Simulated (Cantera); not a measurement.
An adiabatic, constant-pressure homogeneous reactor starts with CH₃OH : O₂ : N₂ = 1 : 0.75 : 8.25 (molar parts), equivalence ratio 2.0, at 1525 K and 8.40 bar. Integrator tolerance rtol = 1e-08.

Cantera simulation using GRI-Mech 3.0 (53 species, 325 reactions); the numbers are that mechanism's predictions, not measurements. GRI-Mech 3.0 was tuned for natural gas; its chemistry of methanol as a main component is partial and can be far from experiment.

### Question
What does this change do: initial temperature 1525 to 1198 K?

### Answer
```csv
quantity,before,after
time of steepest temperature rise,35.3 µs,1.96 ms
temperature at 1.00 s,2178 K,1870 K
equilibrium temperature,2178 K,1870 K
x(CH₃OH) at 1.00 s,<1e-12 (gas-phase equilibrium <1e-12),1.73e-12 (gas-phase equilibrium 1.76e-12)
x(O₂) at 1.00 s,3.39e-7 (gas-phase equilibrium 3.39e-7),3.04e-9 (gas-phase equilibrium 3.04e-9)
x(HCO) at 1.00 s,6.12e-8 (gas-phase equilibrium 6.12e-8),1.52e-8 (gas-phase equilibrium 1.52e-8)
x(NO) at 1.00 s,1.48e-5 (gas-phase equilibrium 1.48e-5),3.52e-7 (gas-phase equilibrium 6.08e-7)
x(HCN) at 1.00 s,1.58e-7 (gas-phase equilibrium 1.58e-7),1.01e-7 (gas-phase equilibrium 1.74e-7)
x(H₂O) at 1.00 s,0.111 (gas-phase equilibrium 0.111),0.109 (gas-phase equilibrium 0.109)
```

### Question
What does this change do: 0.74 parts H2 added?

### Answer
| quantity | before | after |
|---|---|---|
| time of steepest temperature rise | 35.3 µs | 29.8 µs |
| temperature at 1.00 s | 2178 K | 2138 K |
| equilibrium temperature | 2178 K | 2138 K |
| x(CH₃OH) at 1.00 s | <1e-12 (gas-phase equilibrium <1e-12) | 2.38e-12 (gas-phase equilibrium 2.43e-12) |
| x(O₂) at 1.00 s | 3.39e-7 (gas-phase equilibrium 3.39e-7) | 6.50e-8 (gas-phase equilibrium 6.50e-8) |
| x(HCO) at 1.00 s | 6.12e-8 (gas-phase equilibrium 6.12e-8) | 7.26e-8 (gas-phase equilibrium 7.26e-8) |
| x(NO) at 1.00 s | 1.48e-5 (gas-phase equilibrium 1.48e-5) | 5.70e-6 (gas-phase equilibrium 5.70e-6) |
| x(HCN) at 1.00 s | 1.58e-7 (gas-phase equilibrium 1.58e-7) | 3.75e-7 (gas-phase equilibrium 3.75e-7) |
| x(H₂O) at 1.00 s | 0.111 (gas-phase equilibrium 0.111) | 0.112 (gas-phase equilibrium 0.112) |
